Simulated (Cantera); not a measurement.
# Thermodynamics of thermal oxidation and active oxidation of silicon, feed Si + CO2 + N2

Feed: 1 mol Si, 3 mol CO2, 2.5 mol N2, held at 133 Pa.

Equilibrium computed with Cantera from the NASA thermochemical tables; the gas is ideal and each condensed phase is pure. Candidate condensed phases: C, Si, SiC, SiO2, Si2N2O, Si3N4; 34 gas species. The tables hold silica as quartz up to 1696 K and as liquid above; real silica turns to tridymite and cristobalite and melts near 1996 K. Kinetics and transport are ignored.

```tsv
T (°C)	x N2	x CO	x CO2	x SiO	x NO	x O	x O2	n SiO2(β-quartz)	n SiO2(condensed)
1127	0.455	0.364	0.182	5.31e-8	1.61e-8	3.48e-10	1.80e-10	1.00	0
1152	0.455	0.364	0.182	1.15e-7	2.83e-8	7.79e-10	4.21e-10	1.000	0
1177	0.455	0.364	0.182	2.42e-7	4.86e-8	1.70e-9	9.52e-10	1.000	0
1202	0.455	0.364	0.182	4.96e-7	8.20e-8	3.60e-9	2.10e-9	1.000	0
1227	0.455	0.364	0.182	9.94e-7	1.36e-7	7.44e-9	4.49e-9	1.000	0
1252	0.455	0.364	0.182	1.94e-6	2.22e-7	1.50e-8	9.39e-9	1.000	0
1277	0.455	0.364	0.182	3.72e-6	3.56e-7	2.97e-8	1.92e-8	1.000	0
1302	0.455	0.364	0.182	6.97e-6	5.62e-7	5.73e-8	3.82e-8	1.000	0
1327	0.455	0.364	0.182	1.28e-5	8.76e-7	1.08e-7	7.45e-8	1.000	0
1352	0.455	0.364	0.182	2.31e-5	1.35e-6	2.01e-7	1.42e-7	1.000	0
1377	0.455	0.364	0.182	4.08e-5	2.04e-6	3.66e-7	2.67e-7	1.000	0
1402	0.455	0.364	0.182	7.10e-5	3.06e-6	6.55e-7	4.91e-7	1.000	0
1427	0.454	0.363	0.182	0.000121	4.52e-6	1.15e-6	8.86e-7	0	0.999
```
x: gas mole fraction; n: condensed amount in mol.

From 1127 °C to 1402 °C the condensed part is SiO2(β-quartz). At 1427 °C the condensed part is SiO2(condensed). The main Si-bearing gas is SiO throughout.
